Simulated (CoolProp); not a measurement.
Properties of CH2F2 (R32) along the isobar 4.9 MPa (Tc = 78.1 °C, pc = 5.783 MPa, ω = 0.277).

The numbers come from the reference Helmholtz-energy equation of state, Tillner-Roth 1997 in CoolProp.

| T (°C) | phase | cv (kJ/(kg K)) | conductivity (mW/(m K)) |
|---|---|---|---|
| 7.05 | liquid | 0.9411 | 152 |
| 12.55 | liquid | 0.9442 | 148 |
| 18.05 | liquid | … | 143 |
| 23.55 | liquid | 0.9521 | 139 |
| 29.05 | liquid | 0.9572 | 134 |
| 34.55 | liquid | 0.9632 | 130 |
| 40.05 | liquid | 0.9705 | 125 |
| 45.55 | liquid | … | 120 |
| 51.05 | liquid | 0.9911 | 115 |
| 56.55 | liquid | … | … |
| 61.95 | liquid | 1.030 | 103 |
| 67.45 | liquid | 1.074 | 96.5 |

Fill in the missing entries.


- 18.05, cv (kJ/(kg K)): 0.9478
- 45.55, cv (kJ/(kg K)): 0.9795
- 56.55, cv (kJ/(kg K)): 1.007
- 56.55, conductivity (mW/(m K)): 109

Thermal conductivity comes from a separate model (Huber 2003), an estimate that may be off by 10 % or more.
